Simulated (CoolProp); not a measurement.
Vapour-liquid equilibrium of ethane (1) + C3F8 (R218) (2) at 214.8 K; x and y are mole fractions of (1).

The numbers come from the multi-fluid Helmholtz-energy mixture model, Bücker 2006 and Lemmon 2006; pair parameters Bell 2016 in CoolProp.

```json
[
 {"x": "0.05", "bubble pressure (kPa)": "81.25", "y at the bubble point": "0.593", "dew pressure at overall composition x (kPa)": "35.75", "liquid density (mol/L)": "9.218"},
 {"x": "0.2", "bubble pressure (kPa)": "204.7", "y at the bubble point": "0.853", "dew pressure at overall composition x (kPa)": "42.33", "liquid density (mol/L)": "9.909"},
 {"x": "0.35", "bubble pressure (kPa)": "280.2", "y at the bubble point": "0.902", "dew pressure at overall composition x (kPa)": "51.83", "liquid density (mol/L)": "10.70"},
 {"x": "0.5", "bubble pressure (kPa)": "317.5", "y at the bubble point": "0.920", "dew pressure at overall composition x (kPa)": "66.76", "liquid density (mol/L)": "11.62"},
 {"x": "0.65", "bubble pressure (kPa)": "339.0", "y at the bubble point": "0.931", "dew pressure at overall composition x (kPa)": "93.71", "liquid density (mol/L)": "12.75"},
 {"x": "0.8", "bubble pressure (kPa)": "361.1", "y at the bubble point": "0.947", "dew pressure at overall composition x (kPa)": "156.8", "liquid density (mol/L)": "14.17"},
 {"x": "0.95", "bubble pressure (kPa)": "391.8", "y at the bubble point": "0.981", "dew pressure at overall composition x (kPa)": "364.6", "liquid density (mol/L)": "16.01"}
]
```

No azeotrope shows between x = 0.05 and 0.95.

Pair parameters are fitted to limited data, so mixtures are less certain than the pure fluids. With so large a gap from Raoult's law the liquid may split in two, which this calculation doesn't test in full.
